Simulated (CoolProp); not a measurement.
Model: reference Helmholtz-energy equation of state, Tillner-Roth 1994, in CoolProp.

For R134a, give the phase and the cv (kJ/(kg K)) at 410.5 K and 25.8 kPa; 373.4 K and 16.8 kPa.


- 410.5 K and 25.8 kPa: gas; cv 0.940
- 373.4 K and 16.8 kPa: gas; cv 0.881
